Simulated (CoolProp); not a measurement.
Vapour-liquid equilibrium of propane (1) + dimethyl ether (2) at 0.944 MPa; x and y are mole fractions of (1).

Values from CoolProp's multi-fluid Helmholtz-energy mixture model, Lemmon 2009 and Wu 2011; pair parameters Bell 2016.

```json
[
 {"x": "0.05", "bubble temperature (°C)": "39.8", "y at the bubble point": "0.098", "dew temperature at overall composition x (°C)": "41.0", "liquid density (mol/L)": "13.60"},
 {"x": "0.125", "bubble temperature (°C)": "36.7", "y at the bubble point": "[?]", "dew temperature at overall composition x (°C)": "39.1", "liquid density (mol/L)": "13.40"},
 {"x": "0.2", "bubble temperature (°C)": "34.1", "y at the bubble point": "0.318", "dew temperature at overall composition x (°C)": "37.2", "liquid density (mol/L)": "[?]"},
 {"x": "0.275", "bubble temperature (°C)": "32.0", "y at the bubble point": "0.402", "dew temperature at overall composition x (°C)": "35.2", "liquid density (mol/L)": "12.99"},
 {"x": "0.35", "bubble temperature (°C)": "30.3", "y at the bubble point": "0.473", "dew temperature at overall composition x (°C)": "33.3", "liquid density (mol/L)": "12.78"},
 {"x": "0.425", "bubble temperature (°C)": "28.9", "y at the bubble point": "0.537", "dew temperature at overall composition x (°C)": "31.4", "liquid density (mol/L)": "12.57"},
 {"x": "0.5", "bubble temperature (°C)": "27.7", "y at the bubble point": "0.596", "dew temperature at overall composition x (°C)": "[?]", "liquid density (mol/L)": "12.36"},
 {"x": "0.575", "bubble temperature (°C)": "26.7", "y at the bubble point": "0.651", "dew temperature at overall composition x (°C)": "28.1", "liquid density (mol/L)": "12.16"},
 {"x": "0.65", "bubble temperature (°C)": "25.9", "y at the bubble point": "0.706", "dew temperature at overall composition x (°C)": "26.7", "liquid density (mol/L)": "11.97"},
 {"x": "0.725", "bubble temperature (°C)": "25.3", "y at the bubble point": "0.761", "dew temperature at overall composition x (°C)": "25.7", "liquid density (mol/L)": "11.79"},
 {"x": "0.8", "bubble temperature (°C)": "24.9", "y at the bubble point": "0.818", "dew temperature at overall composition x (°C)": "25.0", "liquid density (mol/L)": "11.61"},
 {"x": "0.875", "bubble temperature (°C)": "24.6", "y at the bubble point": "0.880", "dew temperature at overall composition x (°C)": "24.6", "liquid density (mol/L)": "11.44"},
 {"x": "0.95", "bubble temperature (°C)": "24.6", "y at the bubble point": "0.949", "dew temperature at overall composition x (°C)": "24.6", "liquid density (mol/L)": "11.28"}
]
```

Fill in the missing entries.


- 0.125, y at the bubble point: 0.219
- 0.2, liquid density (mol/L): 13.20
- 0.5, dew temperature at overall composition x (°C): 29.7

y crosses x between x = 0.875 and 0.95: the model has an azeotrope there.

Pair parameters are fitted to limited data, so mixtures are less certain than the pure fluids.
